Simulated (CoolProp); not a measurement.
Saturated liquid density (kg/m³) of dimethyl carbonate: the reference equation beside estimates from Tc = 557.0 K, pc = 49.09 bar, ω = 0.346. Rackett uses Z = 0.29056 − 0.08775 ω.

Values from CoolProp's reference Helmholtz-energy equation of state, Zhou 2011.

```
T (K)  reference  Rackett  van der Waals  Redlich-Kwong  Soave-Redlich-Kwong  Peng-Robinson
-----  ---------  -------  -------------  -------------  -------------------  -------------
317.5       1037     1057          600.3          886.5                922.0           1039
320         1034     1053          598.6          883.5                919.4           1036
322.4       1031     1050          596.9          880.7                916.9           1033
324.8       1027     1047          595.2          877.8                914.4           1031
327.2       1024     1044          593.5          874.9                911.9           1028
329.6       1021     1041          591.8          872.0                909.3           1025
332         1018     1037          590.1          869.1                906.7           1023
334.4       1014     1034          588.4          866.1                904.1           1020
336.8       1011     1031          586.7          863.1                901.4           1017
339.2       1008     1027          584.9          860.1                898.8           1014
341.7       1004     1024          583.1          856.9                895.9           1011
344.1       1001     1020          581.3          853.9                893.2           1008
```

Absolute difference from the reference over all 12 rows, mean and median: Rackett 1.9 and 1.9 %, van der Waals 42.0 and 42.0 %, Redlich-Kwong 14.6 and 14.6 %, Soave-Redlich-Kwong 10.9 and 10.9 %, Peng-Robinson 0.5 and 0.4 %.
